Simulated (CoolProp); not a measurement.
Computed with CoolProp (reference Helmholtz-energy equation of state, Wu 2012).

Question: Give the vapour pressure (MPa), vapour density (kg/m³), liquid cp (kJ/(kg K)) of saturated fluoroethane (R161) at 278.2, 284.8 K.

Answer: 
| T (K) | p (MPa) | vapour density (kg/m³) | liquid cp (kJ/(kg K)) |
|---|---|---|---|
| 278.2 | 0.514 | 12.0 | 2.16 |
| 284.8 | 0.631 | 14.6 | 2.20 |
